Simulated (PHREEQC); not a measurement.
NaOH is added in steps, without added water, to 1 kg of water holding 64 mmol/kgw H2SO4 and 80 mmol/kgw KNO3, at 20 °C. O2 is buffered at 0.21 atm. CO2 from the air is kept out. The run lets Mirabilite precipitate or redissolve, and no other solid.

Base run: PHREEQC, ion-association model, wateq4f.dat. Each further column changes one thing. The table gives pH.

| NaOH added (mol) | base | temperature from 20 to 25 °C | H2SO4 from 0.064 to 0.128 mol/kgw | no solid may form |
|---|---|---|---|---|
| 0 | 1.17 | 1.18 | ? | 1.17 |
| 0.014 | 1.23 | 1.24 | ? | 1.23 |
| 0.028 | 1.31 | 1.32 | ? | 1.31 |
| 0.042 | 1.39 | 1.40 | 1.02 | 1.39 |
| 0.056 | 1.49 | 1.50 | 1.06 | 1.49 |
| 0.07 | 1.60 | 1.62 | 1.11 | 1.60 |
| 0.084 | 1.74 | 1.76 | 1.16 | 1.74 |
| 0.098 | 1.94 | 1.95 | 1.21 | 1.94 |
| 0.112 | 2.23 | 2.25 | 1.26 | 2.23 |
| 0.126 | 3.16 | 3.19 | 1.32 | 3.16 |
| 0.14 | 12.09 | 11.92 | 1.39 | 12.09 |

### Question
Complete the blanks.

### Answer

- 0, H2SO4 from 0.064 to 0.128 mol/kgw: 0.91
- 0.014, H2SO4 from 0.064 to 0.128 mol/kgw: 0.94
- 0.028, H2SO4 from 0.064 to 0.128 mol/kgw: 0.98
